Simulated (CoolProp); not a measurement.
Carbonyl sulfide along the isotherm 365.7 K: density (kg/m³) from the reference equation and from simpler models built on Tc = 378.8 K, pc = 63.69 bar, ω = 0.098; each cubic takes its own stable root.

Values from CoolProp's reference Helmholtz-energy equation of state, Lemmon 2006. It is a short technical equation, of lower accuracy than the large ones.

```json
[
 {"p (bar)": "12.2", "phase": "gas", "reference": "26.08", "van der Waals": "25.79", "Soave-Redlich-Kwong": "[?]", "Peng-Robinson": "26.31"},
 {"p (bar)": "24.5", "phase": "gas", "reference": "57.91", "van der Waals": "56.36", "Soave-Redlich-Kwong": "57.91", "Peng-Robinson": "58.93"},
 {"p (bar)": "36.7", "phase": "gas", "reference": "99.65", "van der Waals": "94.41", "Soave-Redlich-Kwong": "99.19", "Peng-Robinson": "102.1"},
 {"p (bar)": "49", "phase": "gas", "reference": "171.9", "van der Waals": "151.1", "Soave-Redlich-Kwong": "167.3", "Peng-Robinson": "[?]"},
 {"p (bar)": "61.2", "phase": "liquid", "reference": "737.7", "van der Waals": "482.6", "Soave-Redlich-Kwong": "624.7", "Peng-Robinson": "698.5"},
 {"p (bar)": "73.5", "phase": "liquid", "reference": "764.6", "van der Waals": "519.3", "Soave-Redlich-Kwong": "662.2", "Peng-Robinson": "740.1"},
 {"p (bar)": "85.7", "phase": "liquid", "reference": "784.6", "van der Waals": "542.5", "Soave-Redlich-Kwong": "689.5", "Peng-Robinson": "770.6"},
 {"p (bar)": "98", "phase": "liquid", "reference": "[?]", "van der Waals": "560.1", "Soave-Redlich-Kwong": "711.7", "Peng-Robinson": "795.3"},
 {"p (bar)": "110", "phase": "liquid", "reference": "814.7", "van der Waals": "574.2", "Soave-Redlich-Kwong": "730.1", "Peng-Robinson": "815.8"},
 {"p (bar)": "122", "phase": "liquid", "reference": "826.7", "van der Waals": "586.1", "Soave-Redlich-Kwong": "[?]", "Peng-Robinson": "833.7"},
 {"p (bar)": "135", "phase": "liquid", "reference": "838.3", "van der Waals": "597.4", "Soave-Redlich-Kwong": "761.5", "Peng-Robinson": "850.9"},
 {"p (bar)": "147", "phase": "liquid", "reference": "848.0", "van der Waals": "[?]", "Soave-Redlich-Kwong": "[?]", "Peng-Robinson": "[?]"},
 {"p (bar)": "159", "phase": "liquid", "reference": "856.9", "van der Waals": "[?]", "Soave-Redlich-Kwong": "786.2", "Peng-Robinson": "878.3"}
]
```

Question: What belongs in the gaps?

Answer: 
- 12.2, Soave-Redlich-Kwong: 26.10
- 49, Peng-Robinson: 175.3
- 98, reference: 801.1
- 122, Soave-Redlich-Kwong: 746.1
- 147, van der Waals: 606.6
- 147, Soave-Redlich-Kwong: 774.4
- 147, Peng-Robinson: 865.2
- 159, van der Waals: 614.9
